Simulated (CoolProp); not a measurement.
Vapour-liquid equilibrium of dimethyl ether (1) + R227EA (2) at 1.23 MPa; x and y are mole fractions of (1).

The numbers come from the multi-fluid Helmholtz-energy mixture model, Wu 2011 and Lemmon 2016; pair parameters Bell 2016 in CoolProp.

```tsv
x	bubble temperature, mixture model (K)	bubble temperature, Raoult's law (K)	y, mixture model	y, Raoult's law
0.05	336.6	334.5	0.030	0.061
0.125	338.7	333.8	0.089	0.149
0.2	340.4	333.1	0.165	0.235
0.275	341.4	332.4	0.254	0.319
0.35	341.7	331.8	0.353	0.399
0.425	341.3	331.1	0.456	0.477
0.5	340.1	330.4	0.557	0.553
0.575	338.5	329.8	0.653	0.626
0.65	336.5	329.1	0.739	0.697
0.725	334.3	328.5	0.813	0.766
0.8	332.0	327.8	0.877	0.832
0.875	329.8	327.2	0.930	0.897
0.95	327.6	326.6	0.974	0.959
```

The largest gap from Raoult's law is +10.2 K in bubble temperature, at x = 0.425. y crosses x between x = 0.275 and 0.35: the model has an azeotrope there.

Pair parameters are fitted to limited data, so mixtures are less certain than the pure fluids.
